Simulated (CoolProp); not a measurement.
Octamethylcyclotetrasiloxane (D4) along the isotherm 620 K: Z from the reference equation and from simpler models built on Tc = 586.5 K, pc = 1.347 MPa, ω = 0.598; each cubic takes its own stable root.

Values from CoolProp's reference Helmholtz-energy equation of state, Thol 2015.

```
p (MPa)          phase  reference  van der Waals  Redlich-Kwong  Soave-Redlich-Kwong  Peng-Robinson
-------  -------------  ---------  -------------  -------------  -------------------  -------------
0.518              gas     0.8828         0.8908         0.8802               0.8890         0.8757
1.04               gas     0.7436         0.7500         0.7341               0.7587         0.7343
1.55     supercritical     0.5734         0.5170         0.5319               0.6003         0.5696
2.07     supercritical     0.3826         0.3863         0.3618               0.4406         0.4113
2.59     supercritical     0.3542         0.4315         0.3787               0.4221         0.3883
3.11     supercritical     0.3825         0.4867         0.4156               0.4487         0.4098
3.63     supercritical     0.4208         0.5439         0.4567               0.4851         0.4414
4.15     supercritical     0.4621         0.6016         0.4990               0.5248         0.4764
4.66     supercritical     0.5035         0.6580         0.5407               0.5649         0.5120
5.18     supercritical     0.5460         0.7152         0.5832               0.6062         0.5488
5.7      supercritical     0.5886         0.7721         0.6254               0.6475         0.5857
6.22     supercritical     0.6310         0.8285         0.6672               0.6887         0.6225
6.74     supercritical     0.6733         0.8844         0.7088               0.7297         0.6592
```
